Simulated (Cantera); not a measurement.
Feed: 1 mol Si, a varied amount of HCl, 7.2 mol H2, held at 1500 °C and 285 Torr.

Method: chemical equilibrium by Gibbs-energy minimisation in Cantera with the NASA 1993 tables (ideal gas, pure condensed phases). Candidate condensed phases: Si; 19 gas species. Gases not in the tables: Si2H6 and higher silanes. Kinetics and transport are ignored.

**Question.** What share of the Si ends up in condensed phases as a function of n(HCl) (mol), at 0.68, 1.4, 2.1, 2.8, 3.5, 4.2, 4.9, 5.6?

**Answer.** 
```csv
n(HCl) (mol),Si condensed (%),as
0.68,89.8,Si(l)
1.4,70.9,Si(l)
2.1,49.7,Si(l)
2.8,27.2,Si(l)
3.5,3.9,Si(l)
4.2,0.0,-
4.9,0.0,-
5.6,0.0,-
```
